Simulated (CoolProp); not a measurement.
Properties of normal hydrogen along the isotherm -247.35 °C.

Model: reference Helmholtz-energy equation of state, Leachman 2009, in CoolProp.

```csv
p (bar),phase,cv (kJ/(kg K)),conductivity (mW/(m K))
0.41,gas,6.209,20.6
0.662,gas,6.225,20.9
1.07,gas,(withheld),(withheld)
1.73,gas,6.333,22.3
2.79,gas,6.524,23.9
4.51,liquid,6.003,102
7.29,liquid,6.004,103
11.8,liquid,6.009,104
19,liquid,6.019,106
30.7,liquid,(withheld),109
49.7,liquid,(withheld),113
80.2,liquid,6.068,119
130,liquid,6.068,128
```

Task: What belongs in the gaps?

Result: 
- 1.07, cv (kJ/(kg K)): 6.259
- 1.07, conductivity (mW/(m K)): 21.4
- 30.7, cv (kJ/(kg K)): 6.035
- 49.7, cv (kJ/(kg K)): 6.053

Thermal conductivity comes from a separate model (Assael 2011).
